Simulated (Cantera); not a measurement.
Feed: 1 mol borazine, 2.4 mol O₂, 63 mol H₂, held at 0.260 bar.

Cantera equilibrium calculation (NASA polynomials, part measured and part estimated; ideal gas, pure solids and liquids). Candidate condensed phases: B, BN, B₂O₃, B₃O₃H₃, H₂O; 39 gas species. The feed counts by its element totals alone. Gases not in the tables: H₃BO₃. Equilibrium is a limit: real reactors are often held back by kinetics, nucleation or transport. All values below are at 1423 K.

Base state: H₂ 0.972, N₂ 0.0222, H₂O 0.00379, HBO₂ 0.00142, HBO 0.000120, B₂O₃ 1.58e-5, H 1.28e-5 (mole fractions); condensed: B₂O₃(l).

Q: What changes in the equilibrium state with this change: borazine replaced by BCl₃?

A: 
```
species         before    after
------------  --------  -------
H₂               0.972    0.900
H₂O            0.00379   0.0485
HCl                  0   0.0464
N₂              0.0222        0
HBO₂           0.00142  0.00509
(HBO₂)₃        6.76e-7  3.09e-5
HBO           0.000120  3.12e-5
B₂O₃(l), mol      1.45    0.330
```
